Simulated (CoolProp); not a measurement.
Model: reference Helmholtz-energy equation of state, Lemmon 2016, in CoolProp.

Q: For R365MFC, give the phase and the cp (kJ/(kg K)), Joule-Thomson coefficient (K/MPa), fugacity coefficient at 416.6 K and 5.32 bar.

A: 
- 416.6 K and 5.32 bar: gas; cp 1.25, Joule-Thomson coefficient 11.6, fugacity coefficient 0.919
